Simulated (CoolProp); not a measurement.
Vapour pressure (MPa) of ethanol: the reference equation beside estimates from Tc = 514.7 K, pc = 6.268 MPa, ω = 0.644.

Computed with CoolProp (reference Helmholtz-energy equation of state, Schroeder 2014).

| T (K) | reference | van der Waals | Peng-Robinson |
|---|---|---|---|
| 302.9 | 0.01032 | 0.4864 | 0.01059 |
| 307.9 | 0.01357 | 0.5351 | 0.01399 |
| 312.9 | 0.01765 | 0.5870 | 0.01827 |
| 317.9 | 0.02275 | 0.6423 | 0.02361 |
| 323 | 0.02920 | 0.7021 | 0.03036 |
| 328 | 0.03697 | 0.7643 | 0.03849 |
| 333 | 0.04642 | 0.8301 | 0.04836 |
| 338 | 0.05784 | 0.8996 | 0.06025 |
| 343 | 0.07154 | 0.9729 | 0.07447 |
| 348 | 0.08786 | 1.050 | 0.09135 |
| 353.1 | 0.1076 | 1.133 | 0.1117 |
| 358.1 | 0.1304 | 1.218 | 0.1351 |
| 363.1 | 0.1570 | 1.307 | 0.1623 |
| 368.1 | 0.1880 | 1.400 | 0.1938 |
| 373.1 | 0.2238 | 1.498 | 0.2301 |

Absolute difference from the reference over all 15 rows, mean and median: van der Waals 1860.6 and 1455.3 %, Peng-Robinson 3.6 and 3.8 %.
